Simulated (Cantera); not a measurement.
Cantera run:

```python
import numpy as np
import cantera as ct

gas_names = """
    AL ALF ALF2 ALF2O ALF3 ALH ALO ALOF ALOH ALO2 ALO2H AL2 AL2F6 AL2O AL2O2 F FO FO2 F2 F2O H HALO HF
    HOF HO2 H2 H2F2 H2O H2O2 H3F3 H4F4 H5F5 H6F6 H7F7 O OH O2 O3
""".split()
cond_names = """
    AL(cr) AL(L) ALF3(a) ALF3(b) ALF3(L) AL2O3(a) AL2O3(L) H2O(s) H2O(L)
""".split()


# ... load() reads the species with a 1 bar reference pressure and builds the phases ...
atoms = {
    'AlF3': {'AL': 1, 'F': 3},
    'H2O': {'H': 2, 'O': 1},
    'H2': {'H': 2},
}
top_T = {}  # K; cautious upper limits of use, not melting points


# ... equilibrate(T, P, feed) seeds the gas with the atoms and calls Mixture.equilibrate('TP', solver="vcs", rtol=1e-11, max_steps=5000) ...
results = []
feed = {'AlF3': 1, 'H2O': 2.5, 'H2': 170}  # mol
P = 75  # Pa
for T in [750, 900, 1050, 1200, 1350, 1500, 1650, 1800, 1950]:
    mix = equilibrate(T, P, feed)
    results.append((T, P, feed, dict(zip(mix.species_names, mix.species_moles))))

top = {s: max(r[3][s] / sum(r[3][g] for g in gas_names) for r in results) for s in gas_names}
cols = sorted((s for s in top if top[s] > 1e-05), key=lambda s: -top[s])[:8]
seen = [c for c in cond_names if any(r[3].get(c, 0) > 1e-12 for r in results)]
print("log10 of partial pressures in bar; condensed amounts in mol")
print(f"{'T/K':>10s}" + "".join(f"{s[:9]:>10s}" for s in cols + seen))
for T, P, feed, n in results:
    ng = sum(n[g] for g in gas_names)
    print(f"{T:10.4g}" + "".join(f"{np.log10(max(n[s] / ng * P / 1e5, 1e-99)):10.3f}" for s in cols)
          + "".join(f"{n.get(c, 0):10.4g}" for c in seen))
```

It prints:

```
log10 of partial pressures in bar; condensed amounts in mol
       T/K        H2         H        HF       H2O       ALF     ALF2O      ALOF        OH  AL2O3(a)
       750    -3.135   -14.067    -4.888    -5.365   -25.095   -12.136   -23.835   -20.072       0.5
       900    -3.135   -11.500    -4.888    -5.365   -19.641   -10.392   -19.161   -16.758       0.5
      1050    -3.135    -9.658    -4.888    -5.365   -15.776    -9.155   -15.837   -14.385    0.4999
      1200    -3.135    -8.272    -4.889    -5.365   -12.900    -8.234   -13.355   -12.600    0.4993
      1350    -3.135    -7.190    -4.890    -5.364   -10.683    -7.527   -11.437   -11.209    0.4965
      1500    -3.135    -6.322    -4.896    -5.360    -8.931    -6.975    -9.915   -10.091    0.4875
      1650    -3.136    -5.610    -4.910    -5.348    -7.532    -6.552    -8.690    -9.166    0.4635
      1800    -3.141    -5.016    -4.943    -5.294    -6.466    -6.267    -7.719    -8.350    0.3939
      1950    -3.155    -4.518    -5.021    -5.149    -5.780    -6.172    -7.001    -7.554    0.2081
```

Cantera equilibrium calculation (NASA polynomials, part measured and part estimated; ideal gas, pure solids and liquids). The tables' values for AlOF, AlF2 are old estimates; treat these amounts as uncertain.
